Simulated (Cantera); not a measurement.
Cantera run, input and output.

```python
import numpy as np
import cantera as ct

gas = ct.Solution("gri30.yaml")


def delay(T, t_max=10):
    gas.TPX = T, 101325, {'CH4': 1, 'H2': 1.2, 'O2': 3.47, 'N2': 17.7, 'CO2': 1}
    reactor = ct.IdealGasConstPressureReactor(gas, clone=False)
    net = ct.ReactorNet([reactor])
    net.rtol, net.atol = 1e-8, 1e-16
    while net.time < t_max:
        t_old, T_old = net.time, reactor.T
        net.step()
        if reactor.T > T + 400:  # ignition: a rise of 400 K
            return t_old + (T + 400 - T_old) / (reactor.T - T_old) * (net.time - t_old)
    return np.nan


taus = []
for T in [1023, 1123, 1223, 1323, 1423, 1523, 1623, 1723, 1823, 1923]:
    taus.append(delay(T))
    print(f"T0 = {T:6g} K   tau = {taus[-1]:.4e} s")
```

It prints:

```
T0 =   1023 K   tau = 5.5478e-03 s
T0 =   1123 K   tau = 1.7242e-03 s
T0 =   1223 K   tau = 7.0235e-04 s
T0 =   1323 K   tau = 3.3176e-04 s
T0 =   1423 K   tau = 1.7796e-04 s
T0 =   1523 K   tau = 1.0609e-04 s
T0 =   1623 K   tau = 6.8317e-05 s
T0 =   1723 K   tau = 4.6405e-05 s
T0 =   1823 K   tau = 3.2756e-05 s
T0 =   1923 K   tau = 2.3850e-05 s
```

Model: GRI-Mech 3.0 (53 species, 325 reactions), integrated in Cantera.
